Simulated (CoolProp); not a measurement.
Vapour-liquid equilibrium of n-pentane (1) + benzene (2) at 276 kPa; x and y are mole fractions of (1).

Computed with CoolProp (multi-fluid Helmholtz-energy mixture model, Thol 2019 and Thol 2012; pair parameters Bell 2016).

**Question.** Give the bubble temperature and the first vapour's composition at x = 0.25, 0.45, 0.65. Is there an azeotrope?

**Answer.** x = 0.25: 93.4 °C, y = 0.561; x = 0.45: 84.1 °C, y = 0.731; x = 0.65: 77.7 °C, y = 0.841. No azeotrope shows between x = 0.05 and 0.95.

Pair parameters are fitted to limited data, so mixtures are less certain than the pure fluids.
